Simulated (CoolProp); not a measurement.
The numbers come from the reference Helmholtz-energy equation of state, Lemmon 2006 in CoolProp. It is a short technical equation, of lower accuracy than the large ones.

Question: For nitrous oxide, give the phase and the cv (kJ/(kg K)) at 376.8 K and 210 kPa; 475.4 K and 210 kPa.

Answer: 
- 376.8 K and 210 kPa: gas; cv 0.763
- 475.4 K and 210 kPa: gas; cv 0.837
